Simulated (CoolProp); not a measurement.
Model: reference Helmholtz-energy equation of state, Lemmon 2004, in CoolProp. It is a short technical equation, of lower accuracy than the large ones.

For n-dodecane, give the phase and the Z, speed of sound (m/s), Joule-Thomson coefficient (K/MPa), isothermal compressibility (1/MPa) at 313.45 °C and 0.174 MPa.


- 313.45 °C and 0.174 MPa: gas; Z 0.938, speed of sound 160, Joule-Thomson coefficient 14.1, isothermal compressibility 6.14
